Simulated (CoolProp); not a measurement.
Values from CoolProp's reference Helmholtz-energy equation of state, de Reuck 1990.

For fluorine, give the phase and the cv (kJ/(kg K)) at 173 K and 0.779 MPa; 206.8 K and 0.779 MPa; 257.5 K and 0.779 MPa.


- 173 K and 0.779 MPa: gas; cv 0.567
- 206.8 K and 0.779 MPa: gas; cv 0.570
- 257.5 K and 0.779 MPa: gas; cv 0.587
